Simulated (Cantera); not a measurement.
**Dilute partial oxidation**

An isothermal, constant-pressure homogeneous reactor starts with CH3OH : O2 : N2 = 0.0053 : 0.0024 : 1 (molar parts), at 1348 K and 20.0 bar.

Detailed kinetics in Cantera: GRI-Mech 3.0 (53 species, 325 reactions). GRI-Mech 3.0 was tuned for natural gas; its chemistry of methanol as a main component is partial and can be far from experiment. The pressure lies above the range GRI-Mech 3.0 was tuned for (to about 10 atm).

| t (s) | x CH3OH | x O2 | x H2O | x NO | x C2H2 | x H2O2 |
|---|---|---|---|---|---|---|
| 3.00e-5 | 0.00525 | 0.00238 | 2.35e-6 | <1e-12 | 6.25e-12 | 1.66e-8 |
| 0.000104 | 0.00519 | 0.00236 | 1.66e-5 | 3.79e-12 | 2.24e-11 | 3.23e-7 |
| 0.000360 | 0.00108 | 0.00126 | 0.00207 | 5.32e-10 | 8.04e-10 | 6.78e-6 |
| 0.00125 | 1.48e-9 | 3.93e-6 | 0.00439 | 1.99e-8 | 4.43e-9 | 1.62e-10 |
| 0.00433 | 3.18e-10 | 1.19e-6 | 0.00437 | 1.34e-8 | 7.84e-9 | 1.94e-11 |
| 0.0150 | 9.76e-11 | 5.95e-7 | 0.00436 | 9.85e-9 | 9.85e-9 | 3.74e-12 |
| 0.0520 | 3.88e-11 | 2.50e-7 | 0.00435 | 6.60e-9 | 1.12e-8 | <1e-12 |
| 0.180 | 1.80e-11 | 6.59e-8 | 0.00433 | 3.52e-9 | 1.19e-8 | <1e-12 |
| 0.624 | 1.32e-11 | 3.63e-9 | 0.00429 | 8.85e-10 | 1.21e-8 | <1e-12 |
| 2.16 | 1.23e-11 | <1e-12 | 0.00417 | 1.14e-11 | 1.21e-8 | <1e-12 |
| 7.49 | 1.10e-11 | <1e-12 | 0.00389 | <1e-12 | 1.20e-8 | <1e-12 |
| 26.0 | 9.87e-12 | <1e-12 | 0.00364 | <1e-12 | 1.15e-8 | <1e-12 |
| 90.0 | 9.64e-12 | <1e-12 | 0.00362 | <1e-12 | 1.05e-8 | <1e-12 |
x: mole fraction; the columns are a selection and need not sum to one.

Equilibrium at this temperature and pressure: CH3OH <1e-12, O2 <1e-12, H2O 0.00361, NO 3.09e-11, C2H2 <1e-12, H2O2 <1e-12 (gas phase only).
